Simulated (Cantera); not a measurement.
A Cantera script and what it prints.

```python
import numpy as np
import cantera as ct

gas_names = [...]  # 110 gases of nasa_gas.yaml made of C, H, O
cond_names = """
    C(gr) C6H6(L) C7H8(L) C8H18(L),n-octa H2O(s) H2O(L)
""".split()


# ... load() reads the species with a 1 bar reference pressure and builds the phases ...
atoms = {
    'CO': {'C': 1, 'O': 1},
    'H2O': {'H': 2, 'O': 1},
}
top_T = {'C(gr)': 4500}  # K; cautious upper limits of use, not melting points


# ... equilibrate(T, P, feed) seeds the gas with the atoms and calls Mixture.equilibrate('TP', solver="vcs", rtol=1e-11, max_steps=5000) ...
results = []
P = 7200000  # Pa
for T in [1250, 1400, 1550, 1700, 1850, 2000, 2150, 2300, 2450, 2600, 2750, 2900]:
    for m in [0.066, 0.11, 0.19, 0.32, 0.54, 0.91, 1.5, 2.6, 4.4]:
        feed = {'CO': 1, 'H2O': m}  # mol
        mix = equilibrate(T, P, feed)
        results.append((T, P, feed, dict(zip(mix.species_names, mix.species_moles))))

for T, P, feed, n in results:
    print(f"{T:7g} {feed['H2O']:10.4g}  " + (" + ".join(c for c in cond_names if n.get(c, 0) > 1e-12) or "gas only"))
```

Output:

```
   1250      0.066  C(gr)
   1250       0.11  C(gr)
   1250       0.19  C(gr)
   1250       0.32  C(gr)
   1250       0.54  gas only
   1250       0.91  gas only
   1250        1.5  gas only
   1250        2.6  gas only
   1250        4.4  gas only
   1400      0.066  C(gr)
   1400       0.11  gas only
   1400       0.19  gas only
   1400       0.32  gas only
   1400       0.54  gas only
   1400       0.91  gas only
   1400        1.5  gas only
   1400        2.6  gas only
   1400        4.4  gas only
   1550      0.066  gas only
   1550       0.11  gas only
   1550       0.19  gas only
   1550       0.32  gas only
   1550       0.54  gas only
   1550       0.91  gas only
   1550        1.5  gas only
   1550        2.6  gas only
   1550        4.4  gas only
   1700      0.066  gas only
   1700       0.11  gas only
   1700       0.19  gas only
   1700       0.32  gas only
   1700       0.54  gas only
   1700       0.91  gas only
   1700        1.5  gas only
   1700        2.6  gas only
   1700        4.4  gas only
   1850      0.066  gas only
   1850       0.11  gas only
   1850       0.19  gas only
   1850       0.32  gas only
   1850       0.54  gas only
   1850       0.91  gas only
   1850        1.5  gas only
   1850        2.6  gas only
   1850        4.4  gas only
   2000      0.066  gas only
   2000       0.11  gas only
   2000       0.19  gas only
   2000       0.32  gas only
   2000       0.54  gas only
   2000       0.91  gas only
   2000        1.5  gas only
   2000        2.6  gas only
   2000        4.4  gas only
   2150      0.066  gas only
   2150       0.11  gas only
   2150       0.19  gas only
   2150       0.32  gas only
   2150       0.54  gas only
   2150       0.91  gas only
   2150        1.5  gas only
   2150        2.6  gas only
   2150        4.4  gas only
   2300      0.066  gas only
   2300       0.11  gas only
   2300       0.19  gas only
   2300       0.32  gas only
   2300       0.54  gas only
   2300       0.91  gas only
   2300        1.5  gas only
   2300        2.6  gas only
   2300        4.4  gas only
   2450      0.066  gas only
   2450       0.11  gas only
   2450       0.19  gas only
   2450       0.32  gas only
   2450       0.54  gas only
   2450       0.91  gas only
   2450        1.5  gas only
   2450        2.6  gas only
   2450        4.4  gas only
   2600      0.066  gas only
   2600       0.11  gas only
   2600       0.19  gas only
   2600       0.32  gas only
   2600       0.54  gas only
   2600       0.91  gas only
   2600        1.5  gas only
   2600        2.6  gas only
   2600        4.4  gas only
   2750      0.066  gas only
   2750       0.11  gas only
   2750       0.19  gas only
   2750       0.32  gas only
   2750       0.54  gas only
   2750       0.91  gas only
   2750        1.5  gas only
   2750        2.6  gas only
   2750        4.4  gas only
   2900      0.066  gas only
   2900       0.11  gas only
   2900       0.19  gas only
   2900       0.32  gas only
   2900       0.54  gas only
   2900       0.91  gas only
   2900        1.5  gas only
   2900        2.6  gas only
   2900        4.4  gas only
```

Method: chemical equilibrium by Gibbs-energy minimisation in Cantera with the NASA 1993 tables (ideal gas, pure condensed phases). The ideal-gas law is rough above about 30 bar.
